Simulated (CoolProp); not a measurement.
Vapour-liquid equilibrium of isopentane (1) + R365MFC (2) at 387 kPa; x and y are mole fractions of (1).

Computed with CoolProp (multi-fluid Helmholtz-energy mixture model, Lemmon 2006 and Lemmon 2016; pair parameters Bell 2016).

```tsv
x	bubble temperature (°C)	y at the bubble point	dew temperature at overall composition x (°C)	liquid density (mol/L)
0.05	79.3	0.139	82.0	7.605
0.125	74.5	0.287	79.7	7.641
0.2	71.2	0.387	77.4	7.657
0.275	69.0	0.457	74.9	7.661
0.35	67.6	0.508	72.5	7.660
0.425	66.7	0.548	70.0	7.659
0.5	66.1	0.581	67.8	7.662
0.575	65.8	0.611	66.2	7.671
0.65	65.7	0.642	65.7	7.687
0.725	65.9	0.678	66.5	7.710
0.8	66.5	0.724	68.0	7.739
0.875	67.8	0.790	69.8	7.768
0.95	70.3	0.893	71.9	7.789
```

y crosses x between x = 0.575 and 0.65: the model has an azeotrope there.

The pair parameters rest on a limited set of measurements; away from them the model extrapolates.
